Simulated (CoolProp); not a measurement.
Saturated liquid density (kg/m³) of n-dodecane: the reference equation beside estimates from Tc = 385.0 °C, pc = 1818 kPa, ω = 0.574.

Model: reference Helmholtz-energy equation of state, Lemmon 2004, in CoolProp. It is a short technical equation, of lower accuracy than the large ones.

| T (°C) | reference | van der Waals | Peng-Robinson |
|---|---|---|---|
| 95.15 | 693.5 | 358.1 | 633.2 |
| 99.85 | 690.0 | 356.5 | 630.9 |
| 104.45 | 686.5 | 354.9 | 628.5 |
| 109.05 | 683.0 | 353.3 | 626.1 |
| 113.75 | 679.4 | 351.6 | 623.7 |
| 118.35 | 675.9 | 350.0 | 621.2 |
| 122.95 | 672.3 | 348.3 | 618.6 |
| 127.65 | 668.7 | 346.6 | 616.0 |
| 132.25 | 665.1 | 344.9 | 613.4 |
| 136.85 | 661.5 | 343.2 | 610.7 |

Absolute difference from the reference over all 10 rows, mean and median: van der Waals 48.2 and 48.2 %, Peng-Robinson 8.2 and 8.1 %.
